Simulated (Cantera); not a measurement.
Charge: 1 mol Ti(OiPr)4, 4.5 mol O2, equilibrated at 1450 K and 15.0 Pa.

Equilibrium computed with Cantera from the NASA thermochemical tables; the gas is ideal and each condensed phase is pure. Candidate condensed phases: C, C6H6, C7H8, C8H18, H2O, Ti, TiC, TiO, TiO2, Ti2O3, Ti3O5, Ti4O7; 113 gas species. The feed counts by its element totals alone. Mutual solubility and eutectic melting of coexisting phases are not modelled. TiC: taken at fixed stoichiometry. Equilibrium is a limit: real reactors are often held back by kinetics, nucleation or transport.

### Question
What is the equilibrium state?

### Answer
- x(H2): 0.542
- x(CO): 0.457
- x(H): 0.000569
- x(H2O): 8.55e-6
- x(CO2): 3.03e-6
- n(TiC(s)): 0.200 mol
- n(Ti2O3(s)): 0.400 mol
- gas amount: 25.81 mol
- log10 activity of Ti3O5(s) (absent): -0.60
- log10 activity of Ti4O7(s) (absent): -1.54
- log10 activity of C(graphite) (absent): -1.96
